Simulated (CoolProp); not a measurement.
Vapour pressure (kPa) of chlorine: the reference equation beside estimates from Tc = 143.7 °C, pc = 7642 kPa, ω = 0.070.

The numbers come from the reference Helmholtz-energy equation of state, Thol 2021 in CoolProp.

```
T (°C)  reference  Lee-Kesler  van der Waals
------  ---------  ----------  -------------
-70.45      14.57       15.67          175.4
-47.15      54.53       56.65          360.2
-23.85      155.0       157.9          651.4
-0.55       361.5       364.2           1072
22.65       727.5       726.4           1641
45.95        1316        1305           2381
69.25        2188        2159           3306
92.45        3400        3350           4423
```

Absolute difference from the reference over all 8 rows, mean and median: Lee-Kesler 2.2 and 1.4 %, van der Waals 308.6 and 161.1 %.
